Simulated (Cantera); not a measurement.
A closed system holds: 1 mol PbO, 0.48 mol H2, 16 mol N2, equilibrated at 730 Pa.

Cantera equilibrium calculation (NASA polynomials, part measured and part estimated; ideal gas, pure solids and liquids). Candidate condensed phases: H2O, Pb, PbO, PbO2, Pb3O4; 27 gas species. Gases not in the tables: (PbO)n polymers. The numbers say what is thermodynamically allowed, not how fast it happens. All values below are at 1498 K.

Base state: N2 0.913, Pb 0.0317, H2O 0.0274, PbO 0.0254, O2 0.00209, NO 0.000130, OH 4.34e-5, H2 1.29e-5 (mole fractions); condensed: gas only.

### Question
What changes in the equilibrium state with this change: PbO replaced by Pb?

### Answer
```
species    before    after
-------  --------  -------
N2          0.913    0.915
Pb         0.0317   0.0572
H2        1.29e-5   0.0274
H2O        0.0274        0
PbO        0.0254        0
O2        0.00209        0
NO       0.000130        0
OH        4.34e-5        0
H         7.23e-7  3.33e-5
```
